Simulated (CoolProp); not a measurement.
A single-stage vapour-compression cycle with the fluid: evaporating at 254.15 K (dew point), condensing at 312.15 K (bubble point), superheat 8 K, subcooling 5 K, compressor efficiency 0.85, no pressure losses. The same conditions are run with several fluids, on thermodynamics alone (safety and materials aside).

The numbers come from the reference Helmholtz-energy equation of state of each fluid (R236FA: Pan 2012; R22: Kamei 1995; R21: Platzer 1990; n-perfluorobutane: Gao 2022; isobutane: Bücker 2006; n-perfluoropentane: Gao 2022) in CoolProp. The equations of Platzer and Polt are older, rougher fits.

Problem. Rank R236FA, R22, R21, n-perfluorobutane, isobutane, n-perfluoropentane by cooling COP, highest first.

Solution. R21 (3.15), isobutane (2.98), R22 (2.92), R236FA (2.87), n-perfluoropentane (2.52), n-perfluorobutane (2.33)

```tsv
fluid	pressure ratio	discharge temperature (K)	refrigerating effect (kJ/kg)	volumetric capacity (kJ/m³)
R236FA	9.22	317.4	110	361
R22	5.87	359.6	161	1730
R21	9.58	372.7	204	292
n-perfluorobutane	8.45	312.2	50.2	272
isobutane	6.85	323.5	260	540
n-perfluoropentane	12.6	312.1	55.8	84.0
```

The compression ends wet for: n-perfluorobutane; n-perfluoropentane.
